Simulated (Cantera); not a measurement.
An isothermal, constant-pressure homogeneous reactor starts with 34.8 % H2, 21.7 % O2, 43.5 % N2, equivalence ratio 0.80, at 1350 K and 0.987 atm.

Detailed kinetics in Cantera: the H2/O2 subset of GRI-Mech 3.0, which has no nitrogen chemistry. The temperature is held fixed by assumption; the heat of reaction is taken as removed at once.

x: mole fraction; the columns are a selection and need not sum to one.

```csv
t (s),x H2,x O2,x O,x H,x H2O2,x H2O,x OH
0.000200,0.000912,0.0528,___,6.87e-5,2.29e-6,0.419,0.000847
0.000469,0.000173,0.0526,___,6.04e-6,7.83e-7,0.421,0.000385
0.00110,3.18e-5,0.0526,___,6.28e-7,2.74e-7,0.421,0.000197
0.00257,6.83e-6,0.0526,___,8.80e-8,1.01e-7,0.421,0.000110
0.00602,2.07e-6,0.0526,___,1.80e-8,4.10e-8,0.421,6.64e-5
0.0141,8.41e-7,0.0526,___,5.03e-9,1.85e-8,0.421,4.31e-5
0.0331,4.70e-7,0.0526,___,2.11e-9,1.02e-8,0.421,3.12e-5
0.0775,3.84e-7,0.0526,1.00e-7,1.52e-9,7.86e-9,0.421,2.71e-5
0.181,3.77e-7,0.0526,9.74e-8,1.47e-9,7.66e-9,0.421,2.67e-5
0.425,3.77e-7,0.0526,9.74e-8,1.47e-9,7.66e-9,0.421,2.67e-5
0.996,3.77e-7,0.0526,9.74e-8,1.47e-9,7.66e-9,0.421,2.67e-5
2.33,3.77e-7,0.0526,9.74e-8,1.47e-9,7.66e-9,0.421,2.67e-5
5.47,3.77e-7,0.0526,9.74e-8,1.47e-9,7.66e-9,0.421,2.67e-5
12.8,3.77e-7,0.0526,9.74e-8,1.47e-9,7.66e-9,0.421,2.67e-5
30.0,3.77e-7,0.0526,9.74e-8,1.47e-9,7.66e-9,0.421,2.67e-5
```

**Question.** Fill in the missing entries.

**Answer.** 
- 0.000200, x O: 0.000114
- 0.000469, x O: 2.19e-5
- 0.00110, x O: 5.37e-6
- 0.00257, x O: 1.64e-6
- 0.00602, x O: 5.99e-7
- 0.0141, x O: 2.53e-7
- 0.0331, x O: 1.33e-7
